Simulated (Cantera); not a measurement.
## Silicon nitride deposition: trisilylamine + NH3 + H2

Charge: 1 mol trisilylamine, 0.17 mol NH3, 0.29 mol H2, held at 0.100 bar.

These are equilibrium values from Cantera (NASA tables, ideal gas, pure condensed phases), not measurements of a reactor. Candidate condensed phases: Si, Si3N4; 18 gas species. The feed counts by its element totals alone. Mutual solubility and eutectic melting of coexisting phases are not modelled. Gases not in the tables: Si2H6 and higher silanes. The numbers say what is thermodynamically allowed, not how fast it happens.

```
T (°C)  log p H2  log p N2  log p H  log p Si  log p SiH2  n Si(s)  n Si3N4(s)  n Si(l)
------  --------  --------  -------  --------  ----------  -------  ----------  -------
725        -1.00    -10.83    -9.17      <-13      -11.05     2.12       0.292        0
875        -1.00     -8.28    -7.64    -12.74       -9.40     2.12       0.292        0
1025       -1.00     -6.33    -6.47    -10.39       -8.13     2.12       0.292        0
1175       -1.00     -4.79    -5.54     -8.53       -7.13     2.12       0.292        0
1325       -1.00     -3.54    -4.77     -7.03       -6.31     2.14       0.285        0
1475       -1.02     -2.44    -4.15     -5.84       -5.70        0       0.196     2.41
1625       -1.05     -1.98    -3.63     -4.91       -5.29        0           0     3.00
```
log p: log10 of the partial pressure in bar; n: condensed amount in mol.

From 725 °C to 1325 °C the condensed part is Si(s) + Si3N4(s). At 1475 °C the condensed part is Si(l) + Si3N4(s). At 1625 °C the condensed part is Si(l). The main Si-bearing gas is SiH4 at 725 °C and Si at 1625 °C.
